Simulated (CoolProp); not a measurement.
R1224YDZ at several states: density (kg/m³) from the reference equation and from simpler models built on Tc = 428.7 K, pc = 3.334 MPa, ω = 0.325; each cubic takes its own stable root.

Computed with CoolProp (reference Helmholtz-energy equation of state, Akasaka 2023).

```tsv
T (K)	p (MPa)	phase	reference	van der Waals	Redlich-Kwong	Soave-Redlich-Kwong	Peng-Robinson
369	13	liquid	1223	804.2	1081	1110	1247
423.9	2.66	gas	188.3	170.4	181.6	183.2	191.5
325.6	9.23	liquid	1321	827.8	1152	1196	1347
350.5	0.364	gas	20.22	19.62	19.93	20.08	20.19
```
